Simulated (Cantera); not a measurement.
An adiabatic, constant-volume homogeneous reactor starts with CH₄ : CO : O₂ : N₂ = 0.74 : 0.061 : 2.09 : 7.87 (molar parts), equivalence ratio 0.72, at 1348 K and 2.40 bar.

Detailed kinetics in Cantera: GRI-Mech 3.0 (53 species, 325 reactions).

One state of this run: T (K) = 2778; P (bar) = 5.03; x CH₄ = <1e-12; x CO = 0.0160; x O₂ = 0.0493; x C₂H₆ = <1e-12; x CH₂ = <1e-12; x CO₂ = 0.0572; x O = 0.00496. x: mole fraction; the columns are a selection and need not sum to one.

Which value of t (s) does it belong to?
A. 7.00e-6
B. 2.34e-5
C. 7.80e-5
D. 0.00967

D, 0.00967
